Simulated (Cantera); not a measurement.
A perfectly stirred reactor is fed with 6.09 % CH₄, 3.23 % CO, 13.8 % O₂, 73.0 % N₂, 3.83 % H₂O, equivalence ratio 1.00, at 500000 Pa; it is adiabatic with a 375 K inlet, and is followed from long to short residence time, starting on the burning branch (τ in s: 0.083, 0.044, 0.023, 0.013, 0.0067, 0.0035, 0.0019, 0.001, 0.00054, 0.00029, 0.00015, 8.1e-05).

Model: GRI-Mech 3.0 (53 species, 325 reactions), integrated in Cantera.

One state of this run: T (K) = 1787; x CH₄ = 0.000367; x CO = 0.0179; x O₂ = 0.0125; x H = 0.00103; x C₂H = 2.49e-9; x CH₂CO = 1.26e-6; x NO = 4.46e-5. x: mole fraction; the columns are a selection and need not sum to one.

### Question
Which value of τ (s) does it belong to?
(A) 0.00029
(B) 0.0035
(C) 0.044
(D) 0.013

### Answer
A, 0.00029
